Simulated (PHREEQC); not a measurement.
Consider water at 25 °C and 10 atm with 0.18 mol ZnSO4, 0.00037 mol HBF4 and 0.1 mol NaNO3 per kg of water. Closed to the air; pH follows from the charge balance.

The numbers come from PHREEQC with the ion-association model, phreeqc.dat.

Precipitation was switched off in this run.

Task: Estimate the pH, activity of water.

Result: pH 3.42; activity of water 0.992.

Task: In which forms is Zn present?

Result: Zn+2 53 %, ZnSO4 33 %, Zn(SO4)2-2 14 % of the Zn.

Complexes and solids missing from the database can't appear. Real BF4- forms and hydrolyses slowly; the run takes it at equilibrium.
